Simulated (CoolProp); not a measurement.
The fluid at 196.1 K and 0.6 MPa flows at 3.2 m/s in a round tube of 2 mm bore and 15 µm roughness, fully developed (64/Re and Nu = 3.66 if laminar; Colebrook and Gnielinski if turbulent). The same conditions are run with several fluids, on thermodynamics alone (safety and materials aside).

Values from CoolProp's reference Helmholtz-energy equation of state of each fluid (C3F8 (R218): Lemmon 2006; ethylbenzene: Zhou 2012; CH2F2 (R32): Tillner-Roth 1997; R142b: Lemmon 2006; R22: Kamei 1995).

Problem. Rank C3F8 (R218), ethylbenzene, CH2F2 (R32), R142b, R22 by Reynolds number, highest first.

Solution. R22 (18900), CH2F2 (R32) (18400), C3F8 (R218) (12000), R142b (9330), ethylbenzene (1420)

```csv
fluid,Darcy friction factor,pressure drop (Pa/m),heat-transfer coefficient (W/(m² K)),mass flow (kg/h)
C3F8 (R218),0.0396,179000,4900,63.8
ethylbenzene,0.0451,110000,278,34.5
CH2F2 (R32),0.0380,125000,13900,46.4
R142b,0.0409,140000,5650,48.5
R22,0.0379,147000,9710,54.7
```

Transport values come from each fluid's own correlations; those of C3F8 (R218), ethylbenzene, CH2F2 (R32), R142b, R22 are estimates that may be off by 10 % or more.
